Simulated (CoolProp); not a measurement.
Vapour pressure (bar) of toluene: the reference equation beside estimates from Tc = 591.7 K, pc = 41.26 bar, ω = 0.266.

Values from CoolProp's reference Helmholtz-energy equation of state, Lemmon 2006. It is a short technical equation, of lower accuracy than the large ones.

| T (K) | reference | Lee-Kesler | van der Waals | Redlich-Kwong | Peng-Robinson |
|---|---|---|---|---|---|
| 296.7 | 0.03524 | 0.03313 | 1.168 | 0.09685 | 0.03675 |
| 311.5 | 0.07312 | 0.06925 | 1.612 | 0.1850 | 0.07512 |
| 326.3 | 0.1403 | 0.1340 | 2.163 | 0.3283 | 0.1426 |
| 341.1 | 0.2519 | 0.2428 | 2.833 | 0.5476 | 0.2540 |
| 355.9 | [?] | [?] | 3.634 | 0.8664 | 0.4281 |
| 370.8 | 0.6910 | 0.6779 | 4.585 | 1.314 | 0.6904 |
| 385.6 | 1.068 | 1.055 | 5.681 | 1.912 | 1.064 |
| 400.4 | 1.589 | 1.582 | 6.941 | 2.691 | 1.583 |
| 415.2 | 2.290 | 2.291 | 8.371 | 3.680 | 2.282 |
| 430 | 3.208 | 3.222 | 9.982 | 4.908 | 3.198 |
| 444.9 | [?] | [?] | 11.79 | 6.413 | 4.383 |
| 459.7 | 5.864 | 5.920 | 13.79 | 8.204 | 5.866 |
| 474.5 | 7.683 | 7.762 | 15.99 | 10.32 | 7.701 |
| 489.3 | 9.894 | 9.997 | 18.40 | 12.78 | 9.938 |
| 504.1 | 12.55 | 12.67 | 21.02 | 15.61 | 12.63 |

Problem. Some entries are withheld; supply them.

Solution. 
- 355.9, reference: 0.4270
- 355.9, Lee-Kesler: 0.4153
- 444.9, reference: 4.390
- 444.9, Lee-Kesler: 4.423

Absolute difference from the reference over all 15 rows, mean and median: Lee-Kesler 2.1 and 1.0 %, van der Waals 727.4 and 336.8 %, Redlich-Kwong 80.5 and 69.4 %, Peng-Robinson 0.9 and 0.4 %.
